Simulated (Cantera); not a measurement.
Cantera run, input and output.

```python
import numpy as np
import cantera as ct

gas = ct.Solution("h2o2.yaml")
gas.TPX = 1325, 3200, {'H2': 0.36, 'O2': 1}
reactor = ct.IdealGasConstPressureReactor(gas, energy="off", clone=False)
net = ct.ReactorNet([reactor])
net.rtol, net.atol = 1e-08, 1e-18
show = ['H2', 'O2', 'O', 'H2O2', 'H']
times = np.geomspace(6e-05, 20, 12)

steps = ct.SolutionArray(gas, extra=["t"])
rows = []
print(f"{'t/s':>10s}{'T/K':>9s}{'P/Pa':>11s}" + "".join(f"{s:>11s}" for s in show))
for t in times:
    while net.time < t:
        t_next = net.step()
        steps.append(gas.state, t=t_next)
    rows.append([np.interp(t, steps.t, y) for y in (steps.T, steps.P, *steps(*show).X.T)])
    print(f"{t:10.3e}{rows[-1][0]:9.1f}{rows[-1][1]:11.4g}" + "".join(f"{x:11.3e}" for x in rows[-1][2:]))
rate = np.gradient(steps.T, steps.t)
print("integrator steps:", len(steps.t))
if steps.T.max() > steps.T[0] + 200:
    print(f"time of steepest temperature rise: {steps.t[rate.argmax()]:.4e} s")
gas.TPX = 1325, 3200, {'H2': 0.36, 'O2': 1}
gas.equilibrate("TP")
print(f"equilibrium (TP): T = {gas.T:.1f} K  " + "  ".join(f"{s} {gas[s].X[0]:.3e}" for s in show))
```

It prints:

```
       t/s      T/K       P/Pa         H2         O2          O       H2O2          H
 6.000e-05   1325.0       3200  2.647e-01  7.353e-01  5.545e-07  8.991e-10  1.057e-06
 1.906e-04   1325.0       3200  2.604e-01  7.329e-01  1.039e-03  2.200e-08  1.940e-03
 6.058e-04   1325.0       3200  1.524e-02  5.957e-01  8.563e-02  7.642e-07  8.053e-02
 1.925e-03   1325.0       3200  1.036e-02  6.362e-01  5.162e-02  9.345e-07  3.855e-02
 6.116e-03   1325.0       3200  2.511e-03  6.815e-01  1.139e-02  7.874e-07  3.983e-03
 1.943e-02   1325.0       3200  2.313e-04  6.931e-01  1.035e-03  2.815e-07  1.085e-04
 6.175e-02   1325.0       3200  2.660e-05  6.945e-01  1.209e-04  8.250e-08  4.332e-06
 1.962e-01   1325.0       3200  4.705e-06  6.948e-01  2.174e-05  2.554e-08  3.301e-07
 6.234e-01   1325.0       3200  1.110e-06  6.948e-01  5.184e-06  8.476e-09  3.844e-08
 1.981e+00   1325.0       3200  3.768e-07  6.949e-01  1.765e-06  3.719e-09  7.684e-09
 6.294e+00   1325.0       3200  2.773e-07  6.949e-01  1.297e-06  3.018e-09  4.865e-09
 2.000e+01   1325.0       3200  2.763e-07  6.949e-01  1.292e-06  3.010e-09  4.837e-09
integrator steps: 2083
equilibrium (TP): T = 1325.0 K  H2 2.763e-07  O2 6.949e-01  O 1.292e-06  H2O2 3.010e-09  H 4.837e-09
```

Model: the H2/O2 subset of GRI-Mech 3.0, which has no nitrogen chemistry, integrated in Cantera. Radical loss at walls, strong at low pressure, is not modelled. The temperature is held fixed by assumption; the heat of reaction is taken as removed at once.
